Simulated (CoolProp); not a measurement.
Saturated liquid density (kg/m³) of acetone: the reference equation beside estimates from Tc = 508.1 K, pc = 4.692 MPa, ω = 0.307. Rackett uses Z = 0.29056 − 0.08775 ω.

Values from CoolProp's reference Helmholtz-energy equation of state, Lemmon 2006. It is a short technical equation, of lower accuracy than the large ones.

| T (K) | reference | Rackett | Redlich-Kwong | Peng-Robinson |
|---|---|---|---|---|
| 277.4 | 807.5 | 709.2 | 609.4 | 708.3 |
| 291.4 | 792.1 | 695.9 | 597.4 | 697.2 |
| 305.5 | 776.4 | 682.2 | 584.8 | 685.2 |
| 319.6 | 760.2 | 668.1 | 571.4 | 672.3 |
| 333.6 | 743.7 | 653.6 | 557.5 | 658.5 |
| 347.7 | 726.6 | 638.5 | 542.6 | 643.5 |
| 361.8 | 708.8 | 622.8 | 526.9 | 627.2 |
| 375.8 | 690.3 | 606.6 | 510.3 | 609.6 |
| 389.9 | 670.7 | 589.4 | 492.4 | 590.3 |
| 404 | 649.9 | 571.2 | 473.3 | 569.1 |
| 418 | 627.8 | 552.0 | 452.9 | 545.7 |
| 432.1 | 603.7 | 531.1 | 430.5 | 519.5 |

Absolute difference from the reference over all 12 rows, mean and median: Rackett 12.1 and 12.1 %, Redlich-Kwong 25.9 and 25.5 %, Peng-Robinson 12.1 and 11.9 %.
